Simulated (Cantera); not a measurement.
A Cantera script and what it prints.

```python
import numpy as np
import cantera as ct

gas_names = """
    B BH BH2 BH3 BN BO BO2 B2 B2O B2O2 B2O3 B3O3H3 H HBO HBO2 HNO HNO2 HNO3 HO2 H2 H2O H2O2 H3B3O6 N NH
    NH2 NH3 NH2OH NO NO2 NO3 N2 N2H2 N2H4 N2O O OH O2 O3
""".split()
cond_names = """
    B(b) B(L) BN(s) B2O3(L) B3O3H3(cr) H2O(s) H2O(L)
""".split()


def load(file, names, dense=False):
    # The tables refer to 1 bar. Condensed volumes are neglected.
    table = {s.name: s for s in ct.Species.list_from_file(file)}
    out = []
    for n in names:
        d = dict(table[n].input_data)
        d["thermo"] = dict(d["thermo"], **{"reference-pressure": 1e5})
        if dense:
            d["equation-of-state"] = {"model": "constant-volume", "density": "1e6 g/cm^3"}
        out.append(ct.Species.from_dict(d))
    return out


gas = ct.Solution(thermo="ideal-gas", species=load("nasa_gas.yaml", gas_names))
cond = {s.name: ct.Solution(thermo="fixed-stoichiometry", species=[s], name=s.name)
        for s in load("nasa_condensed.yaml", cond_names, dense=True)}
atoms = {
    'borazine': {'B': 3, 'N': 3, 'H': 6},
    'O2': {'O': 2},
    'N2': {'N': 2},
    'H2O': {'H': 2, 'O': 1},
}
top_T = {'BN(s)': 3200}  # K; cautious upper limits of use, not melting points


def equilibrate(T, P, feed):
    n = {}
    for name, mol in feed.items():
        for a, k in atoms[name].items():
            n[a] = n.get(a, 0.0) + k * mol
    gas.TPX = T, P, n
    mass = sum(n.values()) * gas.mean_molecular_weight
    gas.equilibrate("TP")
    valid = [c for c in cond.values() if c.min_temp <= T <= top_T.get(c.name, c.max_temp)]
    mix = ct.Mixture([(gas, mass / gas.mean_molecular_weight)] + [(c, 0.0) for c in valid])
    mix.T, mix.P = T, P
    mix.equilibrate("TP", solver="vcs", rtol=1e-11, max_steps=5000)
    return mix


results = []
T = 1500  # K
P = 41000  # Pa
for m in [0.45, 1.1, 1.7, 2.4, 3, 3.7, 4.3, 5, 5.6, 6.2, 6.9, 7.5]:
    feed = {'borazine': 1, 'O2': m, 'N2': 0.83, 'H2O': 19}  # mol
    mix = equilibrate(T, P, feed)
    results.append((T, P, feed, dict(zip(mix.species_names, mix.species_moles))))
    x = sorted(zip(gas.X, gas.species_names), reverse=True)
    print(f"T = {T:g} K  P = {P:g} Pa  n(O2) = {m:g} mol  gas = {mix.phase_moles(0):.4g} mol")
    print("   x: " + "  ".join(f"{s} {v:.3e}" for v, s in x if v > 0.001))
    print("   condensed (mol): " + ("  ".join(f"{mix.phase(i).name} {mix.phase_moles(i):.4g}"
          for i in range(1, mix.n_phases) if mix.phase_moles(i) > 1e-12) or "none"))
```

Output:

```
T = 1500 K  P = 41000 Pa  n(O2) = 0.45 mol  gas = 24.68 mol
   x: H2O 6.072e-01  H2 2.674e-01  N2 9.441e-02  HBO2 2.951e-02  H3B3O6 1.403e-03
   condensed (mol): B2O3(L) 1.083
T = 1500 K  P = 41000 Pa  n(O2) = 1.1 mol  gas = 24.69 mol
   x: H2O 6.586e-01  H2 2.146e-01  N2 9.436e-02  HBO2 3.074e-02  H3B3O6 1.585e-03
   condensed (mol): B2O3(L) 1.06
T = 1500 K  P = 41000 Pa  n(O2) = 1.7 mol  gas = 24.7 mol
   x: H2O 7.061e-01  H2 1.660e-01  N2 9.432e-02  HBO2 3.182e-02  H3B3O6 1.759e-03
   condensed (mol): B2O3(L) 1.04
T = 1500 K  P = 41000 Pa  n(O2) = 2.4 mol  gas = 24.72 mol
   x: H2O 7.614e-01  H2 1.092e-01  N2 9.427e-02  HBO2 3.305e-02  H3B3O6 1.970e-03
   condensed (mol): B2O3(L) 1.017
T = 1500 K  P = 41000 Pa  n(O2) = 3 mol  gas = 24.73 mol
   x: H2O 8.088e-01  N2 9.423e-02  H2 6.066e-02  HBO2 3.406e-02  H3B3O6 2.157e-03
   condensed (mol): B2O3(L) 0.9976
T = 1500 K  P = 41000 Pa  n(O2) = 3.7 mol  gas = 24.74 mol
   x: H2O 8.641e-01  N2 9.419e-02  HBO2 3.521e-02  H2 4.048e-03  H3B3O6 2.382e-03
   condensed (mol): B2O3(L) 0.9748
T = 1500 K  P = 41000 Pa  n(O2) = 4.3 mol  gas = 25.29 mol
   x: H2O 8.487e-01  N2 9.205e-02  HBO2 3.489e-02  O2 2.164e-02  H3B3O6 2.319e-03
   condensed (mol): B2O3(L) 0.9693
T = 1500 K  P = 41000 Pa  n(O2) = 5 mol  gas = 26 mol
   x: H2O 8.255e-01  N2 8.951e-02  O2 4.793e-02  HBO2 3.441e-02  H3B3O6 2.224e-03
   condensed (mol): B2O3(L) 0.9644
T = 1500 K  P = 41000 Pa  n(O2) = 5.6 mol  gas = 26.61 mol
   x: H2O 8.065e-01  N2 8.745e-02  O2 6.936e-02  HBO2 3.401e-02  H3B3O6 2.148e-03
   condensed (mol): B2O3(L) 0.9602
T = 1500 K  P = 41000 Pa  n(O2) = 6.2 mol  gas = 27.21 mol
   x: H2O 7.884e-01  O2 8.984e-02  N2 8.549e-02  HBO2 3.363e-02  H3B3O6 2.076e-03
   condensed (mol): B2O3(L) 0.9561
T = 1500 K  P = 41000 Pa  n(O2) = 6.9 mol  gas = 27.92 mol
   x: H2O 7.683e-01  O2 1.126e-01  N2 8.331e-02  HBO2 3.320e-02  H3B3O6 1.997e-03
   condensed (mol): B2O3(L) 0.9513
T = 1500 K  P = 41000 Pa  n(O2) = 7.5 mol  gas = 28.52 mol
   x: H2O 7.518e-01  O2 1.312e-01  N2 8.153e-02  HBO2 3.284e-02  H3B3O6 1.933e-03
   condensed (mol): B2O3(L) 0.9472
```

Method: chemical equilibrium by Gibbs-energy minimisation in Cantera with the NASA 1993 tables (ideal gas, pure condensed phases). The feed counts by its element totals alone. Gases not in the tables: H3BO3.
